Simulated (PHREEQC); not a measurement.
1.6 g of hydrous ferric oxide (600 m²/g; 0.2 weak and 0.005 strong sites per Fe, Dzombak-Morel constants, diffuse double layer) in 1 kg of water with 0.3 mol/kgw of an inert sodium salt and 9e-06 mol Na2SeO3, at 25 °C; the pH is set by adding NaOH or the inert anion's acid. No oxygen is let in. CO2 from the air is kept out. No solid was allowed to form.

The series has 17 steps of pH, from 4 to 10.

Computed with PHREEQC (ion-association model, wateq4f.dat).

Q: Near which pH is half of the Se sorbed, and on which side is more sorbed?

A: Near pH 9.6, with more sorbed at lower pH.

The database's selenite sorption wasn't checked against measurements; a fall in acid may be a fault of its surface constants.
